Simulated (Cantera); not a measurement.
Input: 1 mol SiH4, 0.076 mol C2H2, 8 mol H2, at 39.0 mbar.

Cantera equilibrium calculation (NASA polynomials, part measured and part estimated; ideal gas, pure solids and liquids). Candidate condensed phases: C, C6H6, C7H8, C8H18, Si, SiC; 87 gas species. Mutual solubility and eutectic melting of coexisting phases are not modelled. Gases not in the tables: Si2H6 and higher silanes. Rates play no part.

Task: Which condensed phases are stable at each of these points (T (K)): 1248, 1348, 1448, 1548, 1648, 1748, 1848, 1948, 2048, 2148, 2248, 2348, 2448?

Result: 
| T (K) | condensed phases | Si condensed (%) |
|---|---|---|
| 1248 | Si(s) + SiC(s) | 100.0 |
| 1348 | Si(s) + SiC(s) | 100.0 |
| 1448 | Si(s) + SiC(s) | 100.0 |
| 1548 | Si(s) + SiC(s) | 100.0 |
| 1648 | Si(s) + SiC(s) | 100.0 |
| 1748 | Si(l) + SiC(s) | 99.9 |
| 1848 | Si(l) + SiC(s) | 99.8 |
| 1948 | Si(l) + SiC(s) | 99.2 |
| 2048 | Si(l) + SiC(s) | 97.5 |
| 2148 | Si(l) + SiC(s) | 92.7 |
| 2248 | Si(l) + SiC(s) | 80.0 |
| 2348 | Si(l) + SiC(s) | 48.0 |
| 2448 | SiC(s) | 2.6 |

From 1248 K to 1648 K the condensed part is Si(s) + SiC(s). From 1748 K to 2348 K the condensed part is Si(l) + SiC(s). At 2448 K the condensed part is SiC(s).
